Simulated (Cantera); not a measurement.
Input (Python, Cantera) and output of one run.

```python
import numpy as np
import cantera as ct

gas_names = """
    CL CL2 N N2 Si SiCL SiCL2 SiCL3 SiCL4 SiN Si2 Si2N Si3
""".split()
cond_names = """
    Si(cr) Si(L) Si3N4(a)
""".split()


# ... load() reads the species with a 1 bar reference pressure and builds the phases ...
atoms = {
    'Si': {'Si': 1},
    'Cl2': {'CL': 2},
    'N2': {'N': 2},
}
top_T = {'Si3N4(a)': 2400}  # K; cautious upper limits of use, not melting points


# ... equilibrate(T, P, feed) seeds the gas with the atoms and calls Mixture.equilibrate('TP', solver="vcs", rtol=1e-11, max_steps=5000) ...
results = []
feed = {'Si': 1, 'Cl2': 4, 'N2': 0.51}  # mol
P = 320  # Pa
for T in [475, 575, 675, 775, 875, 975, 1075, 1175, 1275, 1375, 1475, 1575, 1675]:
    mix = equilibrate(T, P, feed)
    results.append((T, P, feed, dict(zip(mix.species_names, mix.species_moles))))

top = {s: max(r[3][s] / sum(r[3][g] for g in gas_names) for r in results) for s in gas_names}
cols = sorted((s for s in top if top[s] > 1e-05), key=lambda s: -top[s])[:5]
seen = [c for c in cond_names if any(r[3].get(c, 0) > 1e-12 for r in results)]
print("log10 of partial pressures in bar; condensed amounts in mol")
print(f"{'T/K':>10s}" + "".join(f"{s[:9]:>10s}" for s in cols + seen))
for T, P, feed, n in results:
    ng = sum(n[g] for g in gas_names)
    print(f"{T:10.4g}" + "".join(f"{np.log10(max(n[s] / ng * P / 1e5, 1e-99)):10.3f}" for s in cols)
          + "".join(f"{n.get(c, 0):10.4g}" for c in seen))
```

It prints:

```
log10 of partial pressures in bar; condensed amounts in mol
       T/K        CL       CL2     SiCL4        N2     SiCL3
       475   -11.883    -2.739    -3.040    -3.333   -26.479
       575    -9.543    -2.739    -3.040    -3.333   -21.286
       675    -7.890    -2.739    -3.040    -3.333   -17.638
       775    -6.659    -2.739    -3.040    -3.333   -14.937
       875    -5.706    -2.739    -3.040    -3.333   -12.857
       975    -4.948    -2.741    -3.041    -3.333   -11.207
      1075    -4.331    -2.748    -3.043    -3.336    -9.866
      1175    -3.825    -2.768    -3.050    -3.343    -8.753
      1275    -3.414    -2.818    -3.067    -3.360    -7.811
      1375    -3.094    -2.924    -3.099    -3.391    -6.993
      1475    -2.868    -3.120    -3.144    -3.436    -6.254
      1575    -2.735    -3.421    -3.190    -3.480    -5.551
      1675    -2.673    -3.797    -3.227    -3.509    -4.874
```

Method: chemical equilibrium by Gibbs-energy minimisation in Cantera with the NASA 1993 tables (ideal gas, pure condensed phases). The tables' values for SiCl3 are old estimates; treat these amounts as uncertain.
